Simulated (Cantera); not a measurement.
A perfectly stirred reactor is fed with 10.9 % CH3OH, 12.6 % O2, 70.7 % N2, 5.80 % H2O, at 3750 Torr; it is adiabatic with a 625 K inlet, and is followed from long to short residence time, starting on the burning branch (τ in s: 0.26, 0.08, 0.025, 0.0076, 0.0023, 0.00072, 0.00022, 6.8e-05, 2.1e-05).

Cantera simulation using GRI-Mech 3.0 (53 species, 325 reactions); the numbers are that mechanism's predictions, not measurements. GRI-Mech 3.0 was tuned for natural gas; its chemistry of methanol as a main component is partial and can be far from experiment.

x: mole fraction; the columns are a selection and need not sum to one.

```
τ (s)    T (K)  x CH3OH      x O2   x H2O    x C2H6     x NO   x C2H2
-------  -----  -------  --------  ------  --------  -------  -------
0.26      1925  8.47e-7   3.06e-5   0.221  5.14e-11  1.21e-5  1.65e-8
0.080     1923  1.65e-6   6.11e-5   0.221  5.40e-11  1.48e-5  1.17e-8
0.025     1919  3.15e-6  0.000123   0.221  7.08e-11  1.86e-5  1.03e-8
0.0076    1912  6.24e-6  0.000261   0.220  1.51e-10  2.42e-5  1.50e-8
0.0023    1901  1.28e-5  0.000567   0.219  4.93e-10  3.14e-5  3.52e-8
0.00072   1882  2.75e-5   0.00122   0.218   2.07e-9  3.66e-5  1.10e-7
0.00022   1850        ?         ?   0.216         ?  3.45e-5        ?
6.8e-5    1787        ?         ?   0.214         ?        ?        ?
2.1e-5     625    0.109     0.126  0.0580    <1e-12   <1e-12   <1e-12
```

Task: Fill in the missing entries.

Result: 
- 0.00022, x CH3OH: 6.65e-5
- 0.00022, x O2: 0.00274
- 0.00022, x C2H6: 1.18e-8
- 0.00022, x C2H2: 4.27e-7
- 6.8e-5, x CH3OH: 0.000209
- 6.8e-5, x O2: 0.00700
- 6.8e-5, x C2H6: 1.09e-7
- 6.8e-5, x NO: 2.02e-5
- 6.8e-5, x C2H2: 1.88e-6
